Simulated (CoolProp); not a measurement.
Sulfur hexafluoride along the isobar 2.75 MPa: fugacity coefficient from the reference equation and from simpler models built on Tc = 45.6 °C, pc = 3.755 MPa, ω = 0.210; each cubic takes its own stable root.

Computed with CoolProp (reference Helmholtz-energy equation of state, Guder 2009).

```
T (°C)   phase  reference
------  ------  ---------
-19.75  liquid     0.2390
12.45   liquid     0.5136
44.55      gas     0.7573
76.75      gas     0.8269
108.85     gas     0.8731
141.05     gas     0.9058
173.15     gas     0.9297
205.35     gas     0.9476
237.45     gas     0.9612
269.65     gas     0.9718
301.85     gas     0.9800
```

How far does each simpler model (van der Waals, Redlich-Kwong, Soave-Redlich-Kwong, Peng-Robinson) lie from the reference over these 11 states: mean and median of the absolute difference, and the worst?


- van der Waals: mean 12.3 %, median 2.3 %, worst +87.5 % at -19.75 °C and 2.75 MPa
- Redlich-Kwong: mean 4.2 %, median 1.6 %, worst +24.1 % at -19.75 °C and 2.75 MPa
- Soave-Redlich-Kwong: mean 0.7 %, median 0.5 %, worst +2.7 % at -19.75 °C and 2.75 MPa
- Peng-Robinson: mean 1.4 %, median 1.3 %, worst -2.9 % at 44.55 °C and 2.75 MPa
